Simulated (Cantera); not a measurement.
An isothermal, constant-pressure homogeneous reactor starts with NH3 : H2 = 1 : 0.28 (molar parts), at 1725 K and 5000 Pa. Integrator tolerance rtol = 1e-08.

Cantera simulation using the gas-phase N/H chemistry of the illustrative SiF4/NH3 mechanism in the Surface Chemkin manual (1991); the numbers are that mechanism's predictions, not measurements. Walls and surfaces, which speed up NH3 decomposition in real reactors, are not modelled.

### Question
What does this change do: temperature 1725 to 1600 K?

### Answer
| quantity | before | after |
|---|---|---|
| x(NH3) at 200 s | 0.000732 (gas-phase equilibrium 5.49e-7) | 0.0750 (gas-phase equilibrium 7.44e-7) |
| x(H2) at 200 s | 0.780 (gas-phase equilibrium 0.780) | 0.727 (gas-phase equilibrium 0.781) |
| x(N) at 200 s | 2.29e-8 (gas-phase equilibrium 1.90e-11) | 1.78e-8 (gas-phase equilibrium 1.40e-12) |
| x(NH2) at 200 s | 1.73e-6 (gas-phase equilibrium 1.34e-9) | 2.50e-5 (gas-phase equilibrium 4.91e-10) |
| x(N2H4) at 200 s | <1e-12 (gas-phase equilibrium <1e-12) | 8.68e-10 (gas-phase equilibrium <1e-12) |
| x(N2H2) at 200 s | 1.23e-10 (gas-phase equilibrium <1e-12) | 3.56e-8 (gas-phase equilibrium <1e-12) |
| x(NH) at 200 s | 8.83e-8 (gas-phase equilibrium 7.06e-11) | 2.58e-7 (gas-phase equilibrium 1.01e-11) |
